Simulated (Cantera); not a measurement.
Source: NASA polynomial tables (part measured, part estimated), evaluated in Cantera. Values are per mole of reaction as written; species without (g) are pure solids or liquids, kept so even where they would boil at 1 bar.

Between 300 and 2925 K, where is each reaction favourable under standard conditions?
- 3 OH(g) + 2 Cr ⇌ Cr2O3 + 3 H(g)


- 3 OH(g) + 2 Cr ⇌ Cr2O3 + 3 H(g): ΔG° is -547 kJ at 300 K and -219 kJ at 2925 K; it stays negative (K > 1). ΔH° is -454 kJ and ΔS° -80 J/K at 2925 K.
